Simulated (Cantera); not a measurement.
A closed system holds: 1 mol Fe₂O₃, 2.2 mol C, 0.81 mol N₂, at 1550 K and 4.20 bar.

Cantera equilibrium calculation (NASA polynomials, part measured and part estimated; ideal gas, pure solids and liquids). Candidate condensed phases: C, Fe, Fe(CO)₅, FeO, Fe₂O₃, Fe₃O₄; 27 gas species. Mutual solubility and eutectic melting of coexisting phases are not modelled. The tables' stoichiometric FeO is somewhat more stable than real wüstite, so its field is too wide. FeO: taken at fixed stoichiometry. Rates play no part.

Base state: CO 0.632, N₂ 0.269, CO₂ 0.0991 (mole fractions); condensed: Fe(γ) + FeO(s).

What changes in the equilibrium state with this change: C from 2.2 to 3.7 mol?


```
species           before    after
----------------  ------  -------
CO                 0.632    0.786
N₂                 0.269    0.213
CO₂               0.0991  0.00112
Fe(γ), mol          1.50     2.00
FeO(s), mol        0.502        0
C(graphite), mol       0    0.704
```
Iron dissolves carbon and melts from about 1420 K in contact with it, which pure phases cannot show. Condensed phases not in the tables: cementite and carbon dissolved in iron.
